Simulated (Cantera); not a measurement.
A closed system holds: 1 mol Fe₂O₃, 0.98 mol H₂O, 3.5 mol N₂, at 1 atm.

These are equilibrium values from Cantera (NASA tables, ideal gas, pure condensed phases), not measurements of a reactor. Candidate condensed phases: Fe, FeO, Fe(OH)₂, Fe(OH)₃, Fe₂O₃, Fe₃O₄, H₂O; 27 gas species. Mutual solubility and eutectic melting of coexisting phases are not modelled. Kinetics and transport are ignored.

x: gas mole fraction; n: condensed amount in mol.

```
T (K)   x N₂  x H₂O      x O₂     x NO      x OH     x H₂  n Fe₂O₃(s)  n Fe₃O₄(s)
-----  -----  -----  --------  -------  --------  -------  ----------  ----------
898    0.781  0.219   4.26e-9  1.27e-9  2.20e-10  9.90e-9        1.00           0
948    0.781  0.219   1.35e-8  4.33e-9  9.24e-10  3.19e-8        1.00           0
998    0.781  0.219   3.83e-8  1.30e-8   3.37e-9  9.14e-8        1.00           0
1048   0.781  0.219   9.84e-8  3.53e-8   1.09e-8  2.37e-7        1.00           0
1098   0.781  0.219   2.32e-7  8.73e-8   3.14e-8  5.66e-7        1.00           0
1148   0.781  0.219   5.07e-7  2.00e-7   8.31e-8  1.25e-6        1.00           0
1198   0.781  0.219       [?]      [?]       [?]      [?]        1.00           0
1248   0.781  0.219       [?]      [?]       [?]  4.41e-6       1.000           0
1298   0.781  0.219   1.53e-5  3.32e-6   1.40e-6  4.66e-6       1.000    0.000268
1348   0.781  0.219   7.65e-5  1.02e-5   3.65e-6  4.91e-6       0.998     0.00143
1398   0.781  0.219  0.000341  2.87e-5   8.92e-6  5.16e-6       0.990     0.00636
1448   0.780  0.218   0.00137  7.54e-5   2.05e-5  5.41e-6       0.962      0.0252
```

Task: Some entries are withheld; supply them.

Result: 
- 1198, x O₂: 1.04e-6
- 1198, x NO: 4.26e-7
- 1198, x OH: 2.02e-7
- 1198, x H₂: 2.60e-6
- 1248, x O₂: 2.67e-6
- 1248, x NO: 9.88e-7
- 1248, x OH: 4.93e-7
